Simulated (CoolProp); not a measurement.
n-octane along the isobar 13.7 MPa: fugacity coefficient from the reference equation and from simpler models built on Tc = 568.7 K, pc = 2.484 MPa, ω = 0.398; each cubic takes its own stable root.

The numbers come from the reference Helmholtz-energy equation of state, Beckmüller 2019 in CoolProp.

| T (K) | phase | reference |
|---|---|---|
| 329.6 | liquid | 0.001504 |
| 336.4 | liquid | 0.001989 |
| 343.2 | liquid | 0.002594 |
| 350.1 | liquid | 0.003351 |
| 356.9 | liquid | 0.004260 |
| 363.7 | liquid | 0.005353 |
| 370.6 | liquid | 0.006675 |
| 377.4 | liquid | 0.008213 |
| 384.2 | liquid | 0.01001 |
| 391.1 | liquid | 0.01212 |
| 397.9 | liquid | 0.01451 |
| 404.7 | liquid | 0.01724 |
| 411.6 | liquid | 0.02036 |
| 418.4 | liquid | 0.02383 |
| 425.2 | liquid | 0.02770 |
| 432 | liquid | 0.03199 |

Problem. How far does each simpler model (van der Waals, Redlich-Kwong) lie from the reference over these 16 states: mean and median of the absolute difference, and the worst?

Solution. 
- van der Waals: mean 1214.6 %, median 911.2 %, worst +3239.8 % at 329.6 K and 13.7 MPa
- Redlich-Kwong: mean 195.4 %, median 178.6 %, worst +353.8 % at 329.6 K and 13.7 MPa
